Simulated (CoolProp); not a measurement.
Vapour-liquid equilibrium of methanol (1) + water (2) at 421.9 K; x and y are mole fractions of (1).

Values from CoolProp's multi-fluid Helmholtz-energy mixture model, de Reuck 1993 and Wagner 2002; pair parameters Bell 2016.

Q: Give the bubble pressure and the first vapour's composition at x = 0.2, 0.65, 0.95. Is there an azeotrope?

A: x = 0.2: 6.901 bar, y = 0.439; x = 0.65: 10.81 bar, y = 0.811; x = 0.95: 13.13 bar, y = 0.973. No azeotrope shows between x = 0.05 and 0.95.

Pair parameters are fitted to limited data, so mixtures are less certain than the pure fluids.
